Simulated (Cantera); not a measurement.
An isothermal, constant-pressure homogeneous reactor starts with NH3 : H2 = 1 : 14 (molar parts), at 1700 K and 0.450 bar.

Detailed kinetics in Cantera: the gas-phase N/H chemistry of the illustrative SiF4/NH3 mechanism in the Surface Chemkin manual (1991). Walls and surfaces, which speed up NH3 decomposition in real reactors, are not modelled.

One state of this run: x NH3 = 0.0122; x H2 = 0.962; x N2H4 = 1.64e-10; x H = 0.000206; x N2H2 = 1.13e-9; x NH2 = 6.64e-6. x: mole fraction; the columns are a selection and need not sum to one.

**Question.** Which value of t (s) does it belong to?
(A) 0.155
(B) 0.000719
(C) 33.4
(D) 0.00431

**Answer.** C, 33.4
